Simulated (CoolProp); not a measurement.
Saturation properties of 1-butene.

Values from CoolProp's reference Helmholtz-energy equation of state, Lemmon 2005. It is a short technical equation, of lower accuracy than the large ones.

```json
[
 {"T (K)": "245", "p (kPa)": "39.60", "vapour density (kg/m³)": "1.116", "enthalpy of vaporisation (kJ/kg)": "412.1", "liquid cp (kJ/(kg K))": "2.087"},
 {"T (K)": "255.4", "p (kPa)": "63.39", "vapour density (kg/m³)": "1.728", "enthalpy of vaporisation (kJ/kg)": "402.8", "liquid cp (kJ/(kg K))": "2.123"},
 {"T (K)": "265.8", "p (kPa)": "97.27", "vapour density (kg/m³)": "2.575", "enthalpy of vaporisation (kJ/kg)": "393.2", "liquid cp (kJ/(kg K))": "2.162"},
 {"T (K)": "276.2", "p (kPa)": "143.9", "vapour density (kg/m³)": "3.713", "enthalpy of vaporisation (kJ/kg)": "383.2", "liquid cp (kJ/(kg K))": "2.205"},
 {"T (K)": "286.6", "p (kPa)": "206.1", "vapour density (kg/m³)": "5.206", "enthalpy of vaporisation (kJ/kg)": "372.7", "liquid cp (kJ/(kg K))": "2.252"},
 {"T (K)": "297", "p (kPa)": "287.0", "vapour density (kg/m³)": "7.125", "enthalpy of vaporisation (kJ/kg)": "361.6", "liquid cp (kJ/(kg K))": "2.303"},
 {"T (K)": "307.3", "p (kPa)": "388.8", "vapour density (kg/m³)": "9.528", "enthalpy of vaporisation (kJ/kg)": "350.0", "liquid cp (kJ/(kg K))": "2.359"},
 {"T (K)": "317.7", "p (kPa)": "516.8", "vapour density (kg/m³)": "12.56", "enthalpy of vaporisation (kJ/kg)": "337.5", "liquid cp (kJ/(kg K))": "2.422"},
 {"T (K)": "328.1", "p (kPa)": "673.9", "vapour density (kg/m³)": "16.32", "enthalpy of vaporisation (kJ/kg)": "324.1", "liquid cp (kJ/(kg K))": "2.492"},
 {"T (K)": "338.5", "p (kPa)": "863.8", "vapour density (kg/m³)": "20.97", "enthalpy of vaporisation (kJ/kg)": "309.5", "liquid cp (kJ/(kg K))": "2.573"},
 {"T (K)": "348.9", "p (kPa)": "1090", "vapour density (kg/m³)": "26.70", "enthalpy of vaporisation (kJ/kg)": "293.6", "liquid cp (kJ/(kg K))": "2.668"},
 {"T (K)": "359.2", "p (kPa)": "1355", "vapour density (kg/m³)": "33.73", "enthalpy of vaporisation (kJ/kg)": "276.2", "liquid cp (kJ/(kg K))": "2.782"},
 {"T (K)": "369.6", "p (kPa)": "1668", "vapour density (kg/m³)": "42.61", "enthalpy of vaporisation (kJ/kg)": "256.5", "liquid cp (kJ/(kg K))": "2.930"},
 {"T (K)": "380", "p (kPa)": "2032", "vapour density (kg/m³)": "53.93", "enthalpy of vaporisation (kJ/kg)": "233.8", "liquid cp (kJ/(kg K))": "3.132"}
]
```

It boils at 266.8 K under 1 atm.
